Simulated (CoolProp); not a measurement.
Properties of cyclopentane along the isobar 3.16 MPa (Tc = 238.6 °C, pc = 4.583 MPa, ω = 0.202).

Computed with CoolProp (reference Helmholtz-energy equation of state, Gedanitz 2015).

```tsv
T (°C)	phase	Z	speed of sound (m/s)	expansivity (1/kK)
167.25	liquid	0.1053	552.3	2.808
177.25	liquid	0.1061	501.9	3.170
187.15	liquid	0.1074	449.0	3.688
197.15	liquid	0.1094	390.8	4.536
207.05	liquid	0.1129	324.6	6.199
217.05	gas	0.6071	155.2	11.18
227.05	gas	0.6542	169.3	8.175
236.95	gas	0.6898	180.2	6.625
246.95	gas	0.7190	189.4	5.637
256.95	gas	0.7437	197.5	4.948
266.85	gas	0.7647	204.5	4.441
276.85	gas	0.7833	211.1	4.043
```
